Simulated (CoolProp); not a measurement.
Nitrogen at 293.15 K and 0.21 MPa is throttled through a valve to 0.144 MPa with no heat exchange. Each further row changes one setting.

The numbers come from the reference Helmholtz-energy equation of state, Span 2000 in CoolProp.

```
case                        temperature change (K)  final density (kg/m³)
--------------------------  ----------------------  ---------------------
as stated                                     -0.1             (withheld)
outlet pressure 0.0432 MPa              (withheld)             (withheld)
outlet pressure 0.187 MPa                     -0.1                   2.15
```

Q: Fill in the missing entries.

A: 
- as stated, final density (kg/m³): 1.66
- outlet pressure 0.0432 MPa, temperature change (K): -0.4
- outlet pressure 0.0432 MPa, final density (kg/m³): 0.497
